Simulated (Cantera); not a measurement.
A closed system holds: 1 mol CaCO3, 0.62 mol CO2, at 13.0 Pa.

Cantera equilibrium calculation (NASA polynomials, part measured and part estimated; ideal gas, pure solids and liquids). Candidate condensed phases: C, Ca, CaCO3, CaO; 15 gas species. Rates play no part.

x: gas mole fraction; n: condensed amount in mol.

```json
[
 {"T (K)": "600", "x CO2": "1.00", "x CO": "<1e-12", "x O2": "1.83e-10", "x O": "<1e-12", "n CaCO3(calcite)": "1.00", "n CaO(s)": "0"},
 {"T (K)": "700", "x CO2": "1.00", "x CO": "2.65e-10", "x O2": "8.52e-11", "x O": "<1e-12", "n CaCO3(calcite)": "1.00", "n CaO(s)": "0"},
 {"T (K)": "800", "x CO2": "1.00", "x CO": "(withheld)", "x O2": "(withheld)", "x O": "<1e-12", "n CaCO3(calcite)": "0", "n CaO(s)": "1.00"},
 {"T (K)": "900", "x CO2": "1.00", "x CO": "3.10e-7", "x O2": "1.55e-7", "x O": "<1e-12", "n CaCO3(calcite)": "0", "n CaO(s)": "1.00"},
 {"T (K)": "1000", "x CO2": "1.000", "x CO": "3.85e-6", "x O2": "1.92e-6", "x O": "1.91e-11", "n CaCO3(calcite)": "0", "n CaO(s)": "1.00"},
 {"T (K)": "1100", "x CO2": "1.000", "x CO": "3.02e-5", "x O2": "1.51e-5", "x O": "8.50e-10", "n CaCO3(calcite)": "0", "n CaO(s)": "1.00"},
 {"T (K)": "1200", "x CO2": "1.000", "x CO": "(withheld)", "x O2": "(withheld)", "x O": "(withheld)", "n CaCO3(calcite)": "0", "n CaO(s)": "1.00"},
 {"T (K)": "1300", "x CO2": "0.999", "x CO": "0.000711", "x O2": "0.000355", "x O": "2.92e-7", "n CaCO3(calcite)": "0", "n CaO(s)": "1.00"},
 {"T (K)": "1400", "x CO2": "0.996", "x CO": "0.00245", "x O2": "0.00122", "x O": "2.90e-6", "n CaCO3(calcite)": "0", "n CaO(s)": "1.00"}
]
```

Some entries are withheld; supply them.


- 1200, x CO: 0.000167
- 1200, x O2: 8.36e-5
- 1200, x O: 2.01e-8
- 800, x CO: 1.33e-8
- 800, x O2: 6.59e-9
